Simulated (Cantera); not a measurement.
Input: 1 mol AlI3, 49 mol N2O, 57 mol N2, held at 0.133 bar.

Method: chemical equilibrium by Gibbs-energy minimisation in Cantera with the NASA 1993 tables (ideal gas, pure condensed phases). Candidate condensed phases: Al, AlI3, AlN, Al2O3, I2; 21 gas species. Rates play no part.

At 1500 K, list the 5 most abundant gas species with their mole fractions, and the condensed phases.

N2 0.798, O2 0.178, I 0.0225, NO 0.00113, I2 4.46e-5. Condensed: Al2O3(s).
